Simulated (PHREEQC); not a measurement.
Buffer: an equilibrium model

Make-up at 25 °C: 0.098 mol/kgw NaH2PO4 and 0.42 mol/kgw Na2CO3. Closed to the air; pH follows from the charge balance.

Computed with PHREEQC (ion-association model, phreeqc.dat).

Each row changes one thing in this solution. Precipitation was switched off in this run.

```
case                                               pH  ionic strength (mol/kgw)  Na+ (mol/kgw)  NaCO3- (mol/kgw)  CO3-2 (mol/kgw)  HCO3- (mol/kgw)
----------------------------------------------  -----  ------------------------  -------------  ----------------  ---------------  ---------------
as made                                          9.83                     0.865          0.683             0.222           0.0965           0.0881
NaH2PO4 replaced by NaNO3 at the same molality  11.37                     0.775          0.648             0.289            0.127          0.00341
temperature from 25 to 35 °C                     9.61                     0.810          0.657             0.250           0.0694           0.0884
Na2CO3 from 0.42 to 0.084 mol/kgw                7.57                     0.328          0.251          0.000431         0.000352       (withheld)
NaH2PO4 from 0.098 to 0.196 mol/kgw              9.35                      1.02          0.804             0.159           0.0630            0.169
diluted 100-fold with water                     10.47                    0.0127        0.00908          0.000281       (withheld)          0.00133
diluted 2-fold with water                        9.98                (withheld)          0.362            0.0966           0.0625           0.0466
```

Question: What belongs in the gaps?

Answer: 
- Na2CO3 from 0.42 to 0.084 mol/kgw, HCO3- (mol/kgw): 0.0750
- diluted 100-fold with water, CO3-2 (mol/kgw): 0.00258
- diluted 2-fold with water, ionic strength (mol/kgw): 0.470

The ionic strength passes 0.7 mol/kgw, the rough limit of the ion-association models, in as made; NaH2PO4 replaced by NaNO3 at the same molality; temperature from 25 to 35 °C; NaH2PO4 from 0.098 to 0.196 mol/kgw.
